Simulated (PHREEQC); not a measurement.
Dissolve 0.62 mol LiCl, 0.017 mol BaCl2 and 1 mol KBr per kg of water at 25 °C. Closed to the air; pH follows from the charge balance.

Equilibrium calculation in PHREEQC: Pitzer model, pitzer.dat.

```yaml
ionic_strength: 1.67 mol/kgw
activity_of_water: 0.943
density: 1.093 g/cm³
osmotic_coefficient: 0.993
```

```json
[
 {"species": "Br-", "molality": "1.00", "activity": "0.602", "log γ": "-0.220"},
 {"species": "K+", "molality": "1.00", "activity": "0.686", "log γ": "-0.164"},
 {"species": "Cl-", "molality": "0.654", "activity": "0.379", "log γ": "-0.237"},
 {"species": "Li+", "molality": "0.620", "activity": "0.651", "log γ": "0.021"},
 {"species": "Ba+2", "molality": "0.0170", "activity": "0.00405", "log γ": "-0.623"},
 {"species": "H+", "molality": "1.33e-7", "activity": "1.54e-7", "log γ": "0.066"},
 {"species": "OH-", "molality": "1.33e-7", "activity": "6.18e-8", "log γ": "-0.332"}
]
```

No solid was allowed to form.
